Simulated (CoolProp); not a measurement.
Model: reference Helmholtz-energy equation of state, Lemmon 2006, in CoolProp. It is a short technical equation, of lower accuracy than the large ones.

**Question.** Give the vapour pressure (kPa), liquid density (kg/m³), vapour density (kg/m³), enthalpy of vaporisation (kJ/kg) of saturated isopentane at 112.25, 121.05 °C.

**Answer.** 
| T (°C) | p (kPa) | liquid density (kg/m³) | vapour density (kg/m³) | enthalpy of vaporisation (kJ/kg) |
|---|---|---|---|---|
| 112.25 | 932 | 510 | 26.5 | 259 |
| 121.05 | 1110 | 497 | 31.9 | 247 |
